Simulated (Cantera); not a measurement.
Moist CO burnout

An isothermal, constant-pressure homogeneous reactor starts with CO : O2 : H2O : N2 = 0.025 : 0.015 : 0.0081 : 1 (molar parts), at 1100 K and 10.0 bar.

Computed with Cantera and GRI-Mech 3.0 (53 species, 325 reactions).

| t (s) | x CO | x O2 | x H2O | x CO2 | x OH |
|---|---|---|---|---|---|
| 7.00e-6 | 0.0239 | 0.0143 | 0.00773 | 2.23e-10 | 3.42e-12 |
| 3.05e-5 | 0.0239 | 0.0143 | 0.00773 | 1.23e-9 | 1.75e-11 |
| 0.000133 | 0.0239 | 0.0143 | 0.00773 | 9.44e-9 | 6.54e-11 |
| 0.000581 | 0.0239 | 0.0143 | 0.00773 | 1.14e-7 | 2.94e-10 |
| 0.00253 | 0.0238 | 0.0143 | 0.00773 | 4.18e-6 | 4.50e-9 |
| 0.0111 | 0.0232 | 0.0140 | 0.00772 | 0.000628 | 1.13e-7 |
| 0.0482 | 0.0192 | 0.0120 | 0.00771 | 0.00470 | 1.24e-7 |
| 0.210 | 0.00887 | 0.00685 | 0.00775 | 0.0152 | 1.09e-7 |
| 0.917 | 0.00107 | 0.00295 | 0.00781 | 0.0231 | 6.29e-8 |
| 4.00 | 4.06e-5 | 0.00243 | 0.00782 | 0.0241 | 2.29e-8 |
x: mole fraction; the columns are a selection and need not sum to one.

Equilibrium at this temperature and pressure: CO 2.09e-10, O2 0.00241, H2O 0.00782, CO2 0.0241, OH 3.51e-8 (gas phase only).
